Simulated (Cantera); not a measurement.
## Catalytic stagnation flow on Pt

A jet of CH₄ : O₂ : N₂ = 0.086 : 0.15 : 0.79 (molar parts) at 300 K and 0.250 bar hits a platinum plate 2.6 cm away at a mass flux of 0.072 kg/m²/s; the plate temperature is set and raised in steps from an oxygen-covered start.

Computed with Cantera and Deutschmann's 1995 Pt surface mechanism with GRI-Mech 3.0 gas chemistry. Catalytic surfaces can have several steady states; this one follows from the mechanism file's or the stated starting coverage.

```
plate T (K)  wall x CH₄  wall x O₂  wall x H₂O  wall x OH  wall x CO  wall x CO₂  θ free Pt      θ H*   θ CO*      θ C*
-----------  ----------  ---------  ----------  ---------  ---------  ----------  ---------  --------  ------  --------
950             0.00773    0.00365       0.139      <1e-8     0.0388      0.0482      0.569  0.000262   0.427   0.00395
1000            0.00550    0.00275       0.143      <1e-8     0.0452      0.0430      0.681  0.000549   0.314   0.00433
1050            0.00416    0.00219       0.143      <1e-8     0.0478      0.0415      0.785  0.000950   0.210   0.00388
1100            0.00342    0.00189       0.141      <1e-8     0.0462      0.0442      0.869   0.00133   0.126   0.00276
1150            0.00306    0.00175       0.136    1.87e-8     0.0420      0.0496      0.926   0.00157  0.0702   0.00168
1200            0.00292    0.00172       0.132    4.39e-8     0.0366      0.0560      0.960   0.00166  0.0372  0.000950
1250            0.00288    0.00173       0.127    9.80e-8     0.0311      0.0625      0.978   0.00166  0.0195  0.000529
1300            0.00290    0.00178       0.122    2.12e-7     0.0260      0.0685      0.988   0.00161  0.0102  0.000296
```
x: mole fraction at the wall; θ: surface coverage.
